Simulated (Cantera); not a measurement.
# CO + H2O (carbon deposition, reforming and gasification)

Charge: 1 mol CO, a varied amount of H2O, equilibrated at 1700 °C and 87.0 Pa.

Method: chemical equilibrium by Gibbs-energy minimisation in Cantera with the NASA 1993 tables (ideal gas, pure condensed phases). Candidate condensed phases: C, C6H6, C7H8, C8H18, H2O; 110 gas species. The numbers say what is thermodynamically allowed, not how fast it happens.

From 0.52 mol H2O to 4.5 mol H2O nothing is condensed. The main C-bearing gas is CO at 0.52 mol H2O and CO2 at 4.5 mol H2O.

```
n(H2O) (mol)  log p H2O  log p CO  log p CO2  log p H2  log p H
------------  ---------  --------  ---------  --------  -------
0.52              -3.79     -3.36      -3.89     -3.91    -4.82
1.2               -3.49     -3.60      -3.86     -3.88    -4.81
1.9               -3.37     -3.77      -3.89     -3.90    -4.82
2.5               -3.31     -3.90      -3.93     -3.93    -4.84
3.2               -3.27     -4.01      -3.97     -3.97    -4.85
3.9               -3.24     -4.12      -4.01     -4.00    -4.87
4.5               -3.22     -4.19      -4.04     -4.03    -4.88
```
log p: log10 of the partial pressure in bar; nothing condenses.
